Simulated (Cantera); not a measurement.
A Cantera script and what it prints.

```python
import numpy as np
import cantera as ct

gas_names = """
    O2 CO
""".split()
cond_names = """
    Ta(cr) TaC(s) Ta2O5(s)
""".split()


def load(file, names, dense=False):
    # The tables refer to 1 bar. Condensed volumes are neglected.
    table = {s.name: s for s in ct.Species.list_from_file(file)}
    out = []
    for n in names:
        d = dict(table[n].input_data)
        d["thermo"] = dict(d["thermo"], **{"reference-pressure": 1e5})
        if dense:
            d["equation-of-state"] = {"model": "constant-volume", "density": "1e6 g/cm^3"}
        out.append(ct.Species.from_dict(d))
    return out


species = {s.name: s for s in load("nasa_gas.yaml", gas_names) + load("nasa_condensed.yaml", cond_names)}
T = 1850
g = {n: (s.thermo.h(T) - T * s.thermo.s(T)) / (ct.gas_constant * T * np.log(10)) for n, s in species.items()}
valid = cond_names  # the entries whose range holds T


def stable(la, lb):
    # potentials (over RT ln 10) of the two non-metals from log10 p(O2) and log10 p(CO) in bar
    mu = {}
    mu["O"] = (g["O2"] + la) / 2
    mu["C"] = (g["CO"] + lb - 1 * mu["O"]) / 1
    cost = {}
    for n in valid:
        c = species[n].composition
        cost[n] = (g[n] - sum(c.get(e, 0) * m for e, m in mu.items())) / c["Ta"]
    return min(cost, key=cost.get)


results = []
for lb in [0, -0.8, -1.5, -2.2, -3, -3.8, -4.5, -5.2, -6, -6.8, -7.5, -8.2, -9]:
    row = [stable(la, lb) for la in [-22, -20.4, -18.7, -17.1, -15.4, -13.8, -12.1, -10.5, -8.9, -7.2, -5.6, -3.9, -2.3, -0.6, 1]]
    results.append(row)
    print(f"{lb:6.1f}  " + " ".join(f"{valid.index(n):x}" for n in row))
print("key: " + ", ".join(f"{i:x} {n}" for i, n in enumerate(valid)))
```

It prints:

```
   0.0  1 1 1 1 1 1 2 2 2 2 2 2 2 2 2
  -0.8  1 1 1 1 1 1 2 2 2 2 2 2 2 2 2
  -1.5  1 1 1 1 1 1 2 2 2 2 2 2 2 2 2
  -2.2  1 1 1 1 1 1 2 2 2 2 2 2 2 2 2
  -3.0  1 1 1 1 1 2 2 2 2 2 2 2 2 2 2
  -3.8  1 1 1 1 1 2 2 2 2 2 2 2 2 2 2
  -4.5  1 1 1 1 0 2 2 2 2 2 2 2 2 2 2
  -5.2  1 1 1 0 0 2 2 2 2 2 2 2 2 2 2
  -6.0  1 1 0 0 0 2 2 2 2 2 2 2 2 2 2
  -6.8  1 0 0 0 0 2 2 2 2 2 2 2 2 2 2
  -7.5  0 0 0 0 0 2 2 2 2 2 2 2 2 2 2
  -8.2  0 0 0 0 0 2 2 2 2 2 2 2 2 2 2
  -9.0  0 0 0 0 0 2 2 2 2 2 2 2 2 2 2
key: 0 Ta(cr), 1 TaC(s), 2 Ta2O5(s)
```

Standard-state values (1 bar) from the NASA 1993 polynomials, evaluated with Cantera. TaC: taken at fixed stoichiometry. Not in the tables: Ta2C. Part of the grid cannot be reached: there another gas would pass 10 bar, or a non-metal would condense.
